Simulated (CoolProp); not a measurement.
The fluid at 298.15 K and 0.0298 MPa expands adiabatically to 0.00276 MPa with isentropic efficiency 0.9. The same conditions are run with several fluids, on thermodynamics alone (safety and materials aside).

The numbers come from the reference Helmholtz-energy equation of state of each fluid (the fluoroketone C6F12O (FK-5-1-12): McLinden 2015; R227EA: Lemmon 2016; carbonyl sulfide: Lemmon 2006; propane: Lemmon 2009) in CoolProp.

**Question.** Rank the fluoroketone C6F12O (FK-5-1-12), R227EA, carbonyl sulfide, propane by work (kJ/kg), highest first.

**Answer.** propane (104), carbonyl sulfide (69.1), R227EA (28.9), the fluoroketone C6F12O (FK-5-1-12) (16.0)

```json
[
 {"fluid": "the fluoroketone C6F12O (FK-5-1-12)", "final temperature (K)": "278.6", "final density (kg/m³)": "0.378"},
 {"fluid": "R227EA", "final temperature (K)": "260.0", "final density (kg/m³)": "0.217"},
 {"fluid": "carbonyl sulfide", "final temperature (K)": "189.2", "final density (kg/m³)": "0.106"},
 {"fluid": "propane", "final temperature (K)": "228.9", "final density (kg/m³)": "0.0640"}
]
```
